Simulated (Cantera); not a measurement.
Input: 1 mol SiH₂Cl₂, 8.1 mol N₂, at 10.0 Torr.

These are equilibrium values from Cantera (NASA tables, ideal gas, pure condensed phases), not measurements of a reactor. Candidate condensed phases: NH₄Cl, Si, Si₃N₄; 28 gas species. The tables' values for SiCl₃ are old estimates; treat these amounts as uncertain. Kinetics and transport are ignored. All values below are at 1500 K.

Base state: N₂ 0.797, HCl 0.122, H₂ 0.0430, SiCl₂ 0.0299, SiCl₃ 0.00505, SiCl₄ 0.00270, SiHCl₃ 9.90e-5, Cl 7.21e-5 (mole fractions); condensed: Si₃N₄(s).

What changes in the equilibrium state with this change: pressure from 10.0 Torr to 0.225 Torr?


```
species         before    after
-------------  -------  -------
N₂               0.797    0.798
H₂              0.0430   0.0685
SiCl₂           0.0299   0.0674
HCl              0.122   0.0651
Si             2.14e-8  1.19e-5
SiCl₄          0.00270  2.46e-5
Si₃N₄(s), mol    0.212    0.109
```
The tables' values for SiCl₃, SiCl are old estimates; treat these amounts as uncertain.
